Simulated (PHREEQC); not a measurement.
Consider water at 20 °C with 0.64 mol/kgw CsCl and 0.00054 mol/kgw KHSO4. Closed to the air; pH follows from the charge balance.

Computed with PHREEQC (ion-association model, wateq4f.dat).

This is a speciation only: nothing precipitates in the calculation.

Predict the pH, activity of water.

pH 3.39; activity of water 0.978.

In which forms is S present?

SO4-2 99 %, HSO4- 1.0 % of the S.
